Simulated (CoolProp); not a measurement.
Vapour pressure (MPa) of CH2F2 (R32): the reference equation beside estimates from Tc = 78.1 °C, pc = 5.783 MPa, ω = 0.277.

The numbers come from the reference Helmholtz-energy equation of state, Tillner-Roth 1997 in CoolProp.

```json
[
 {"T (°C)": "-87.45", "reference": "0.01082", "Lee-Kesler": "0.009682", "Redlich-Kwong": "(withheld)", "Soave-Redlich-Kwong": "0.009903", "Peng-Robinson": "0.01050"},
 {"T (°C)": "-75.75", "reference": "0.02492", "Lee-Kesler": "0.02303", "Redlich-Kwong": "0.05752", "Soave-Redlich-Kwong": "0.02340", "Peng-Robinson": "0.02435"},
 {"T (°C)": "-64.15", "reference": "0.05129", "Lee-Kesler": "0.04867", "Redlich-Kwong": "0.1084", "Soave-Redlich-Kwong": "0.04915", "Peng-Robinson": "(withheld)"},
 {"T (°C)": "-52.45", "reference": "0.09727", "Lee-Kesler": "0.09434", "Redlich-Kwong": "0.1891", "Soave-Redlich-Kwong": "0.09477", "Peng-Robinson": "0.09605"},
 {"T (°C)": "-40.85", "reference": "0.1707", "Lee-Kesler": "0.1683", "Redlich-Kwong": "0.3071", "Soave-Redlich-Kwong": "0.1685", "Peng-Robinson": "0.1693"},
 {"T (°C)": "-29.15", "reference": "0.2832", "Lee-Kesler": "0.2828", "Redlich-Kwong": "0.4738", "Soave-Redlich-Kwong": "0.2826", "Peng-Robinson": "0.2820"},
 {"T (°C)": "-17.55", "reference": "0.4446", "Lee-Kesler": "0.4477", "Redlich-Kwong": "0.6956", "Soave-Redlich-Kwong": "0.4475", "Peng-Robinson": "0.4443"},
 {"T (°C)": "-5.85", "reference": "0.6712", "Lee-Kesler": "0.6791", "Redlich-Kwong": "0.9856", "Soave-Redlich-Kwong": "(withheld)", "Peng-Robinson": "0.6727"},
 {"T (°C)": "5.75", "reference": "0.9736", "Lee-Kesler": "0.9868", "Redlich-Kwong": "1.348", "Soave-Redlich-Kwong": "0.9908", "Peng-Robinson": "0.9784"},
 {"T (°C)": "17.45", "reference": "1.373", "Lee-Kesler": "(withheld)", "Redlich-Kwong": "1.797", "Soave-Redlich-Kwong": "1.402", "Peng-Robinson": "1.383"},
 {"T (°C)": "29.05", "reference": "1.880", "Lee-Kesler": "1.902", "Redlich-Kwong": "2.334", "Soave-Redlich-Kwong": "1.922", "Peng-Robinson": "1.897"},
 {"T (°C)": "40.75", "reference": "2.524", "Lee-Kesler": "2.546", "Redlich-Kwong": "2.976", "Soave-Redlich-Kwong": "2.579", "Peng-Robinson": "2.549"},
 {"T (°C)": "52.35", "reference": "3.315", "Lee-Kesler": "3.336", "Redlich-Kwong": "3.719", "Soave-Redlich-Kwong": "3.380", "Peng-Robinson": "3.348"}
]
```

Question: What belongs in the gaps?

Answer: 
- -87.45, Redlich-Kwong: 0.02739
- -64.15, Peng-Robinson: 0.05039
- -5.85, Soave-Redlich-Kwong: 0.6799
- 17.45, Lee-Kesler: 1.391

Absolute difference from the reference over all 13 rows, mean and median: Lee-Kesler 2.7 and 1.3 %, Redlich-Kwong 66.4 and 56.5 %, Soave-Redlich-Kwong 2.7 and 2.1 %, Peng-Robinson 1.1 and 0.9 %.
